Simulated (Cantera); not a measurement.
## Adiabatic ignition

An adiabatic, constant-pressure homogeneous reactor starts with CH₄ : O₂ : N₂ : C₂H₆ = 1 : 2 : 7.52 : 0.032 (molar parts), at 1750 K and 140000 Pa.

Model: GRI-Mech 3.0 (53 species, 325 reactions), integrated in Cantera.

```
t (s)     T (K)   x CH₄    x O₂      x CO     x C₂H     x N₂O
--------  -----  ------  ------  --------  --------  --------
1.00e-6    1749  0.0948   0.190   1.56e-8    <1e-12  7.92e-12
2.64e-6    1748  0.0947   0.189   2.93e-7    <1e-12  4.61e-11
6.96e-6    1746  0.0945   0.189   6.83e-6    <1e-12  3.62e-10
1.84e-5    1747  0.0923   0.188  0.000215  7.10e-11   2.89e-9
4.84e-5    1882  0.0630   0.162    0.0132   1.35e-7   5.04e-8
0.000128   2785  <1e-12  0.0226    0.0540    <1e-12   3.74e-7
0.000337   2867  <1e-12  0.0197    0.0520    <1e-12   5.52e-7
0.000890   2862  <1e-12  0.0182    0.0523    <1e-12   6.02e-7
0.00235    2858  <1e-12  0.0174    0.0525    <1e-12   6.43e-7
0.00619    2858  <1e-12  0.0174    0.0525    <1e-12   6.45e-7
0.0163     2858  <1e-12  0.0174    0.0525    <1e-12   6.45e-7
0.0431     2858  <1e-12  0.0174    0.0525    <1e-12   6.45e-7
0.114      2858  <1e-12  0.0174    0.0525    <1e-12   6.45e-7
0.300      2858  <1e-12  0.0174    0.0525    <1e-12   6.45e-7
```
x: mole fraction; the columns are a selection and need not sum to one.

| Quantity | Result |
|---|---|
| time of steepest temperature rise | 59.5 µs |
| temperature at 0.300 s | 2858 K |
| equilibrium temperature | 2858 K |
| x(CH₄) at 0.300 s | <1e-12 (gas-phase equilibrium <1e-12) |
| x(O₂) at 0.300 s | 0.0174 (gas-phase equilibrium 0.0174) |
| x(CO) at 0.300 s | 0.0525 (gas-phase equilibrium 0.0525) |
